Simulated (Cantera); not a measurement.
A diamond (100) surface in a fixed gas of H2 with x(CH4) = 0.0032, x(H) = 0.0024, at 925 K, 0.0642 atm; coverages are run to steady state.

Computed with Cantera and the Harris–Goodwin 1993 mechanism for the reconstructed diamond (100) surface.

θ: site fractions in the mechanism's names (c6HH fully hydrogenated, c6H* and c6*H radical sites, c6** diradical, c6HM methylated).

```tsv
x(CH3)	growth (µm/h)	θ c6HH	θ c6H*	θ c6*H	θ c6**	θ c6HM
1e-06	___	0.668	0.0122	0.314	0.00539	0.000311
2.4e-06	___	0.667	0.0122	0.314	0.00539	0.000745
5.7e-06	___	0.667	0.0122	0.314	0.00538	0.00177
1.3e-05	___	0.665	0.0122	0.313	0.00536	0.00402
3.2e-05	___	0.660	0.0121	0.310	0.00531	0.00981
7.6e-05	___	0.649	0.0119	0.305	0.00520	0.0229
0.00018	___	0.624	0.0114	0.293	0.00494	0.0519
0.00043	___	0.573	0.0105	0.269	0.00442	0.113
0.001	___	0.485	0.00881	0.226	0.00352	0.217
```

Fill in the missing entries.


- 1e-06, growth (µm/h): 0.0233
- 2.4e-06, growth (µm/h): 0.0559
- 5.7e-06, growth (µm/h): 0.133
- 1.3e-05, growth (µm/h): 0.302
- 3.2e-05, growth (µm/h): 0.736
- 7.6e-05, growth (µm/h): 1.72
- 0.00018, growth (µm/h): 3.90
- 0.00043, growth (µm/h): 8.46
- 0.001, growth (µm/h): 16.3
